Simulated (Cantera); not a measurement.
## Catalytic combustion on Pt

An isothermal plug-flow reactor at 700 K and 0.540 bar (inlet), inlet velocity 2.2 m/s, active area per volume 4800 1/m; feed H₂ : O₂ : N₂ : H₂O = 0.002 : 0.045 : 0.79 : 0.054 (molar parts), equivalence ratio 0.022.

Detailed kinetics in Cantera: Deutschmann's 1995 Pt surface mechanism with GRI-Mech 3.0 gas chemistry. Catalytic surfaces can have several steady states; this one follows from the mechanism file's or the stated starting coverage. Mass transfer to the wall is taken as infinitely fast.

```csv
z (m),x H₂,x O₂,x H₂O,θ free Pt,θ O*,θ OH*
6.8e-05,0.00162,0.0502,0.0613,0.0596,0.932,0.00842
0.00015,0.00120,0.0500,0.0617,0.0459,0.947,0.00746
0.00032,0.000766,0.0498,0.0621,0.0323,0.961,0.00632
0.00068,0.000397,0.0496,0.0625,0.0222,0.973,0.00528
0.0015,0.000137,0.0495,0.0628,0.0165,0.979,0.00457
0.0032,2.29e-5,0.0494,0.0629,0.0144,0.981,0.00428
0.0068,6.63e-7,0.0494,0.0629,0.0140,0.982,0.00422
```
x: gas mole fraction; θ: surface coverage.
